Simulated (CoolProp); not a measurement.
trans-2-butene at 452.09 K and 0.709 MPa is throttled through a valve to 0.191 MPa with no heat exchange. Each further row changes one setting.

Values from CoolProp's reference Helmholtz-energy equation of state, Lemmon 2005. It is a short technical equation, of lower accuracy than the large ones.

```
case                        temperature change (K)  final density (kg/m³)
--------------------------  ----------------------  ---------------------
as stated                                     -4.1                   2.92
outlet pressure 0.0573 MPa                    -5.2                  0.869
outlet pressure 0.248 MPa                     -3.7                   3.80
```
